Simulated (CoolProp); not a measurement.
Carbon dioxide at 293.15 K and 4.31 MPa flows at 0.37 m/s in a round tube of 4.6 mm bore and 0.25 µm roughness, fully developed (64/Re and Nu = 3.66 if laminar; Colebrook and Gnielinski if turbulent). Each further row changes one setting.

Model: reference Helmholtz-energy equation of state, Span 1996, in CoolProp.

```tsv
case	Reynolds number	Darcy friction factor	pressure drop (Pa/m)	heat-transfer coefficient (W/(m² K))	mass flow (kg/h)
as stated	11700	0.0297	48.3	___	___
velocity 0.74 m/s	23400	0.0250	163	___	4.83
diameter 9.2 mm	23400	0.0250	___	183	9.66
```

Some entries are withheld; supply them.


- as stated, heat-transfer coefficient (W/(m² K)): 207
- as stated, mass flow (kg/h): 2.42
- velocity 0.74 m/s, heat-transfer coefficient (W/(m² K)): 367
- diameter 9.2 mm, pressure drop (Pa/m): 20.3

Viscosity comes from a separate model (Laesecke 2017). Thermal conductivity comes from a separate model (Huber 2016).
